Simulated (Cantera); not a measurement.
Feed: 1 mol S, 0.45 mol O₂, 0.089 mol H₂, equilibrated at 3573 K and 100000 Pa.

Equilibrium computed with Cantera from the NASA thermochemical tables; the gas is ideal and each condensed phase is pure. Candidate condensed phases: H₂O, H₂SO₄, S; 19 gas species. Kinetics and transport are ignored.

Question: What is the equilibrium state?

Answer: 
```
Quantity                            Result
-------------------------------  ---------
x(SO)                                0.382
x(S)                                 0.228
x(SO₂)                               0.115
x(O)                                0.0775
x(H)                                0.0768
x(S₂)                               0.0486
x(OH)                               0.0213
x(O₂)                               0.0172
x(H₂)                               0.0122
gas amount                       1.194 mol
log10 activity of S(l) (absent)      -2.60
```
